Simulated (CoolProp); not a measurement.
Vapour-liquid equilibrium of R134a (1) + R227EA (2) at 187.8 K; x and y are mole fractions of (1).

Values from CoolProp's multi-fluid Helmholtz-energy mixture model, Tillner-Roth 1994 and Lemmon 2016; pair parameters Bell 2016.

| x | bubble pressure (kPa) | y at the bubble point | dew pressure at overall composition x (kPa) | liquid density (mol/L) |
|---|---|---|---|---|
| 0.05 | 1.370 | 0.111 | 1.320 | 10.53 |
| 0.125 | 1.492 | 0.246 | [?] | 10.80 |
| 0.2 | 1.604 | 0.354 | 1.449 | 11.08 |
| 0.275 | 1.706 | 0.444 | 1.521 | 11.37 |
| 0.35 | 1.798 | 0.521 | 1.600 | [?] |
| 0.425 | 1.883 | 0.588 | 1.683 | 12.00 |
| 0.5 | 1.959 | 0.648 | 1.773 | 12.34 |
| 0.575 | 2.030 | 0.704 | 1.866 | 12.69 |
| 0.65 | 2.094 | 0.756 | 1.962 | [?] |
| 0.725 | 2.153 | 0.806 | 2.056 | 13.47 |
| 0.8 | 2.207 | 0.857 | 2.146 | 13.88 |
| 0.875 | 2.256 | 0.908 | 2.225 | 14.33 |
| 0.95 | 2.300 | 0.962 | 2.291 | 14.80 |

Q: Some entries are withheld; supply them.

A: 
- 0.125, dew pressure at overall composition x (kPa): 1.382
- 0.35, liquid density (mol/L): 11.68
- 0.65, liquid density (mol/L): 13.07

No azeotrope shows between x = 0.05 and 0.95.

The pair parameters rest on a limited set of measurements; away from them the model extrapolates.
